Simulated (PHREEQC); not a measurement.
Copper plating or etch bath (model solution)

A solution holds 0.026 mol/kgw Cu(BF4)2, 0.034 mol/kgw HCl and 0.0059 mol/kgw H3BO3, at 25 °C. Closed to the air; pH follows from the charge balance.

Equilibrium calculation in PHREEQC: ion-association model, wateq4f.dat.

No solid was allowed to form.

**Question.** Predict the pH, ionic strength.

**Answer.** pH 1.57; ionic strength 0.109 mol/kgw.

**Question.** In which forms is Cl present?

**Answer.** Cl- 97 %, CuCl+ 2.6 % of the Cl.

Real BF4- forms and hydrolyses slowly; the run takes it at equilibrium.
